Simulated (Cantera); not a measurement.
An isothermal, constant-pressure homogeneous reactor starts with NO : N2 = 1 : 3 (molar parts), at 1950 K and 67000 Pa. Integrator tolerance rtol = 1e-08.

Computed with Cantera and GRI-Mech 3.0 (53 species, 325 reactions).

**Question.** What does this change do: N2 3 to 1.3 parts?

**Answer.** 
```json
[
 {"quantity": "x(NO) at 10.0 s", "before": "0.0173 (gas-phase equilibrium 0.00536)", "after": "0.0172 (gas-phase equilibrium 0.00670)"},
 {"quantity": "x(O) at 10.0 s", "before": "0.000189 (gas-phase equilibrium 0.000194)", "after": "0.000254 (gas-phase equilibrium 0.000257)"},
 {"quantity": "x(O2) at 10.0 s", "before": "0.116 (gas-phase equilibrium 0.122)", "after": "0.209 (gas-phase equilibrium 0.214)"},
 {"quantity": "x(N2O) at 10.0 s", "before": "3.67e-7 (gas-phase equilibrium 2.61e-7)", "after": "4.06e-7 (gas-phase equilibrium 3.08e-7)"},
 {"quantity": "x(N2) at 10.0 s", "before": "0.866 (gas-phase equilibrium 0.872)", "after": "0.774 (gas-phase equilibrium 0.779)"},
 {"quantity": "x(NO2) at 10.0 s", "before": "1.98e-5 (gas-phase equilibrium 6.28e-6)", "after": "2.64e-5 (gas-phase equilibrium 1.04e-5)"}
]
```

**Question.** What does this change do: pressure from 67000 Pa to 3300 Pa?

**Answer.** 
| quantity | before | after |
|---|---|---|
| x(NO) at 10.0 s | 0.0173 (gas-phase equilibrium 0.00536) | 0.168 (gas-phase equilibrium 0.00535) |
| x(O) at 10.0 s | 0.000189 (gas-phase equilibrium 0.000194) | 0.000534 (gas-phase equilibrium 0.000872) |
| x(O2) at 10.0 s | 0.116 (gas-phase equilibrium 0.122) | 0.0406 (gas-phase equilibrium 0.122) |
| x(N2O) at 10.0 s | 3.67e-7 (gas-phase equilibrium 2.61e-7) | 9.93e-6 (gas-phase equilibrium 5.77e-8) |
| x(N2) at 10.0 s | 0.866 (gas-phase equilibrium 0.872) | 0.791 (gas-phase equilibrium 0.872) |
| x(NO2) at 10.0 s | 1.98e-5 (gas-phase equilibrium 6.28e-6) | 2.50e-5 (gas-phase equilibrium 1.39e-6) |
Radical loss at walls, strong at low pressure, is not modelled.
